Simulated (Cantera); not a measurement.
Predominance diagram of Mg at 1175 K against the partial pressures of O2 and Br2 (log10, bar). Standard-state values (1 bar) from the NASA 1993 polynomials, evaluated with Cantera. Candidates: Mg(l), MgBr2(l), MgO(s). Only these pure phases compete in this equilibrium. Not in the tables: oxide halides.

```
log p(Br2) \ log p(O2)
        columns: -25, -23.4, -21.9, -20.3, -18.8, -17.2, -15.6, -14.1, -12.5, -10.9, -9.4, -7.8, -6.2, -4.7, -3.1, -1.6, 0
      0  A A A A A A A A A A A B B B B B B
   -1.4  A A A A A A A A A A B B B B B B B
   -2.7  A A A A A A A A B B B B B B B B B
   -4.1  A A A A A A B B B B B B B B B B B
   -5.4  A A A A B B B B B B B B B B B B B
   -6.8  A A A B B B B B B B B B B B B B B
   -8.1  A B B B B B B B B B B B B B B B B
   -9.5  B B B B B B B B B B B B B B B B B
  -10.9  B B B B B B B B B B B B B B B B B
  -12.2  B B B B B B B B B B B B B B B B B
  -13.6  B B B B B B B B B B B B B B B B B
  -14.9  B B B B B B B B B B B B B B B B B
  -16.3  B B B B B B B B B B B B B B B B B
  -17.6  B B B B B B B B B B B B B B B B B
    -19  B B B B B B B B B B B B B B B B B
```

A: MgBr2(l); B: MgO(s).
